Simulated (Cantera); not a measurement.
Input: 1 mol TiO2, 73 mol H2, 0.026 mol HCl, held at 10.0 mbar.

Cantera equilibrium calculation (NASA polynomials, part measured and part estimated; ideal gas, pure solids and liquids). Candidate condensed phases: H2O, Ti, TiCl2, TiCl3, TiCl4, TiO, TiO2, Ti2O3, Ti3O5, Ti4O7; 23 gas species. Condensed phases not in the tables: Magnéli phases beyond Ti4O7. The numbers say what is thermodynamically allowed, not how fast it happens.

Task: At 1200 °C, list the 4 most abundant gas species with their mole fractions, and the condensed phases.

Result: H2 0.996, H2O 0.00342, HCl 0.000356, H 0.000126. Condensed: Ti4O7(s).
